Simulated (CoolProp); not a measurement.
Vapour-liquid equilibrium of dimethyl ether (1) + R236FA (2) at 805 kPa; x and y are mole fractions of (1).

Values from CoolProp's multi-fluid Helmholtz-energy mixture model, Wu 2011 and Pan 2012; pair parameters Bell 2016.

Task: Give the bubble temperature and the first vapour's composition at x = 0.05, 0.8, 0.95. Is there an azeotrope?

Result: x = 0.05: 335.1 K, y = 0.053; x = 0.8: 317.0 K, y = 0.912; x = 0.95: 311.1 K, y = 0.985. No azeotrope shows between x = 0.05 and 0.95.

Pair parameters are fitted to limited data, so mixtures are less certain than the pure fluids.
